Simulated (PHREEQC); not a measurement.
1.1 g of hydrous ferric oxide (600 m²/g; 0.2 weak and 0.005 strong sites per Fe, Dzombak-Morel constants, diffuse double layer) in 1 kg of water with 0.1 mol/kgw of an inert sodium salt and 0.15 mmol/kgw PbCl2 and 0.0046 mmol/kgw ZnCl2, at 25 °C; the pH is set by adding NaOH or the inert anion's acid. Oxygen alone is held at its pressure in air (log pO2 = -0.68). The system is closed to CO2. Nothing may precipitate in this run.

Model: ion-association model, wateq4f.dat, run in PHREEQC.

| pH | Pb sorbed (%) | Zn sorbed (%) | surface charge σ (C/m²) | surface potential ψ (mV) |
|---|---|---|---|---|
| 4 | 36.5 | 0.0 | 0.322 | 146 |
| 4.5 | 44.3 | 0.1 | 0.275 | 138 |
| 5 | 61.6 | ___ | 0.218 | 127 |
| 5.5 | ___ | 2.2 | 0.164 | ___ |
| 6 | ___ | 13.7 | 0.117 | ___ |
| 6.5 | 99.7 | 53.0 | 0.080 | ___ |
| 7 | 100.0 | 89.2 | 0.050 | 57 |
| 7.5 | 100.0 | 98.4 | 0.027 | 35 |
| 8 | 100.0 | ___ | 0.008 | ___ |
| 8.5 | 100.0 | 100.0 | -0.009 | -13 |
| 9 | 100.0 | 100.0 | -0.029 | -37 |
| 9.5 | 100.0 | 100.0 | -0.053 | -59 |
| 10 | 100.0 | 100.0 | -0.084 | -80 |

Q: Some entries are withheld; supply them.

A: 
- 5, Zn sorbed (%): 0.3
- 5.5, Pb sorbed (%): 88.0
- 5.5, surface potential ψ (mV): 112
- 6, Pb sorbed (%): 97.9
- 6, surface potential ψ (mV): 96
- 6.5, surface potential ψ (mV): 77
- 8, Zn sorbed (%): 99.8
- 8, surface potential ψ (mV): 11
